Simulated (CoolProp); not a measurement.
Aqueous lithium chloride as a coolant, 11 % by mass, freezing at -14.0 °C, 1 atm.

Model: Melinder's fits for secondary coolants, in CoolProp.

```
T (°C)  viscosity (mPa s)  cp (kJ/(kg K))  conductivity (W/(m K))  density (kg/m³)
------  -----------------  --------------  ----------------------  ---------------
-7.5                 3.23           3.561                   0.530             1066
-0.7                 2.55           3.577              (withheld)             1066
6.2                  2.08           3.592                   0.550             1065
13                   1.73           3.608                   0.561             1063
19.9           (withheld)           3.624                   0.571             1062
26.7                 1.26           3.640                   0.581             1060
33.6                 1.09           3.656              (withheld)             1058
```

Question: What belongs in the gaps?

Answer: 
- -0.7, conductivity (W/(m K)): 0.540
- 19.9, viscosity (mPa s): 1.47
- 33.6, conductivity (W/(m K)): 0.591
